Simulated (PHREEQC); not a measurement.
**Alkaline etch or developer: an equilibrium model**

Make-up at 30 °C: 0.0063 mol/kgw NaOH, 4.1e-05 mol/kgw CO2 and 0.013 mol/kgw K3PO4. Closed to the air; pH follows from the charge balance.

All values are PHREEQC results (ion-association model, phreeqc.dat), not measurements.

No solid was allowed to form.

**Question.** Predict the pH.

**Answer.** pH 11.82.

**Question.** In which forms is C present?

**Answer.** CO3-2 93 %, NaCO3- 5.9 %, HCO3- 1.4 % of the C.

Species that the database lacks are ignored.
